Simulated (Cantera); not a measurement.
A perfectly stirred reactor is fed with CH4 : CO : O2 : N2 : H2O = 1 : 0.051 : 2.36 : 8.86 : 1 (molar parts), equivalence ratio 0.86, at 16.8 atm; it is adiabatic with a 700 K inlet, and is followed from long to short residence time, starting on the burning branch (τ in s: 0.43, 0.11, 0.027, 0.0069, 0.0017, 0.00044, 0.00011, 2.8e-05, 7.1e-06).

Model: GRI-Mech 3.0 (53 species, 325 reactions), integrated in Cantera. The pressure lies above the range GRI-Mech 3.0 was tuned for (to about 10 atm).

### Question
What does this change do: pressure from 16.8 atm to 0.474 atm?

### Answer
```csv
quantity,before,after
"blow-out, bracketed by the residence times tried","burning at 28.0 µs, out at 7.10 µs","burning at 0.110 ms, out at 28.0 µs"
x(CH4) at τ = 0.430 s,8.32e-8,1.01e-6
x(CO) at τ = 0.430 s,0.00103,0.00440
x(O2) at τ = 0.430 s,0.0233,0.0259
x(OH) at τ = 0.430 s,0.00256,0.00546
x(O) at τ = 0.430 s,0.000135,0.000680
x(CH4) at τ = 1.70 ms,1.78e-5,8.90e-5
x(CO) at τ = 1.70 ms,0.00172,0.0163
x(O2) at τ = 1.70 ms,0.0256,0.0351
x(OH) at τ = 1.70 ms,0.00288,0.0101
x(O) at τ = 1.70 ms,0.000174,0.00382
```

### Question
What does this change do: pressure from 16.8 atm to 9.87 atm?

### Answer
```
quantity                                                                      before                               after
------------------------------------------------  ----------------------------------  ----------------------------------
blow-out, bracketed by the residence times tried  burning at 28.0 µs, out at 7.10 µs  burning at 28.0 µs, out at 7.10 µs
x(CH4) at τ = 0.430 s                                                        8.32e-8                             1.20e-7
x(CO) at τ = 0.430 s                                                         0.00103                             0.00131
x(O2) at τ = 0.430 s                                                          0.0233                              0.0235
x(OH) at τ = 0.430 s                                                         0.00256                             0.00288
x(O) at τ = 0.430 s                                                         0.000135                            0.000173
x(CH4) at τ = 1.70 ms                                                        1.78e-5                             2.37e-5
x(CO) at τ = 1.70 ms                                                         0.00172                             0.00243
x(O2) at τ = 1.70 ms                                                          0.0256                              0.0259
x(OH) at τ = 1.70 ms                                                         0.00288                             0.00343
x(O) at τ = 1.70 ms                                                         0.000174                            0.000252
```
